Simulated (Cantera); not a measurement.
What does this Cantera script print?

```python
import numpy as np
import cantera as ct

gas = ct.Solution("gri30.yaml")
gas.TPX = 1298, 1200000, {'CH4': 1, 'O2': 3.33, 'N2': 12.5, 'CO2': 0.63}
reactor = ct.IdealGasConstPressureReactor(gas, energy="on", clone=False)
net = ct.ReactorNet([reactor])
net.rtol, net.atol = 1e-08, 1e-16
show = ['CH4', 'O2', 'CO2', 'HO2', 'CO', 'C2H2']
times = np.geomspace(5e-06, 0.1, 12)

steps = ct.SolutionArray(gas, extra=["t"])
rows = []
print(f"{'t/s':>10s}{'T/K':>9s}{'P/Pa':>11s}" + "".join(f"{s:>11s}" for s in show))
for t in times:
    while net.time < t:
        t_next = net.step()
        steps.append(gas.state, t=t_next)
    rows.append([np.interp(t, steps.t, y) for y in (steps.T, steps.P, *steps(*show).X.T)])
    print(f"{t:10.3e}{rows[-1][0]:9.1f}{rows[-1][1]:11.4g}" + "".join(f"{x:11.3e}" for x in rows[-1][2:]))
rate = np.gradient(steps.T, steps.t)
print("integrator steps:", len(steps.t))
if steps.T.max() > steps.T[0] + 200:
    print(f"time of steepest temperature rise: {steps.t[rate.argmax()]:.4e} s")
gas.TPX = 1298, 1200000, {'CH4': 1, 'O2': 3.33, 'N2': 12.5, 'CO2': 0.63}
gas.equilibrate("HP")
print(f"equilibrium (HP): T = {gas.T:.1f} K  " + "  ".join(f"{s} {gas[s].X[0]:.3e}" for s in show))
```

Result:

```
       t/s      T/K       P/Pa        CH4         O2        CO2        HO2         CO       C2H2
 5.000e-06   1298.0    1.2e+06  5.727e-02  1.907e-01  3.608e-02  1.633e-07  1.599e-11  4.853e-19
 1.230e-05   1298.0    1.2e+06  5.727e-02  1.907e-01  3.608e-02  3.881e-07  1.631e-10  2.373e-17
 3.027e-05   1298.0    1.2e+06  5.727e-02  1.907e-01  3.608e-02  8.770e-07  2.681e-09  1.565e-15
 7.447e-05   1298.0    1.2e+06  5.726e-02  1.907e-01  3.608e-02  1.744e-06  7.159e-08  2.170e-13
 1.832e-04   1298.4    1.2e+06  5.718e-02  1.907e-01  3.608e-02  3.101e-06  2.310e-06  3.185e-11
 4.508e-04   1300.7    1.2e+06  5.672e-02  1.903e-01  3.608e-02  8.123e-06  4.730e-05  1.793e-09
 1.109e-03   2414.1    1.2e+06  8.374e-17  7.567e-02  9.085e-02  1.037e-05  2.223e-03  5.335e-20
 2.729e-03   2410.9    1.2e+06  9.313e-19  7.478e-02  9.090e-02  1.018e-05  2.179e-03  3.100e-23
 6.714e-03   2404.6    1.2e+06  8.744e-19  7.312e-02  9.096e-02  9.835e-06  2.127e-03  2.706e-23
 1.652e-02   2397.5    1.2e+06  8.119e-19  7.127e-02  9.103e-02  9.460e-06  2.069e-03  2.309e-23
 4.064e-02   2394.8    1.2e+06  7.889e-19  7.057e-02  9.105e-02  9.321e-06  2.048e-03  2.172e-23
 1.000e-01   2394.6    1.2e+06  7.878e-19  7.053e-02  9.105e-02  9.315e-06  2.047e-03  2.166e-23
integrator steps: 1933
time of steepest temperature rise: 1.0501e-03 s
equilibrium (HP): T = 2394.6 K  CH4 1.153e-18  O2 7.053e-02  CO2 9.105e-02  HO2 9.315e-06  CO 2.047e-03  C2H2 2.541e-23
```

Computed with Cantera and GRI-Mech 3.0 (53 species, 325 reactions). The pressure lies above the range GRI-Mech 3.0 was tuned for (to about 10 atm).
